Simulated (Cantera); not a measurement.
Charge: 1 mol Ca(OH)₂, 0.1 mol H₂, 1.1 mol CO₂, 0.73 mol H₂O, at 302 °C and 23000 Pa.

Cantera equilibrium calculation (NASA polynomials, part measured and part estimated; ideal gas, pure solids and liquids). Candidate condensed phases: C, C₆H₆, C₇H₈, C₈H₁₈, Ca, CaCO₃, CaO, Ca(OH)₂, H₂O; 115 gas species. The numbers say what is thermodynamically allowed, not how fast it happens.

Base state: H₂O 0.907, CO₂ 0.0492, H₂ 0.0408, CH₄ 0.00282, CO 5.57e-5 (mole fractions); condensed: CaCO₃(calcite).

**Question.** What changes in the equilibrium state with this change: pressure from 23000 Pa to 18000 Pa?

**Answer.** 
| species | before | after |
|---|---|---|
| H₂O | 0.907 | 0.905 |
| CO₂ | 0.0492 | 0.0498 |
| H₂ | 0.0408 | 0.0432 |
| CH₄ | 0.00282 | 0.00220 |
| CO | 5.57e-5 | 5.98e-5 |
| CaCO₃(calcite), mol | 1.00 | 1.00 |
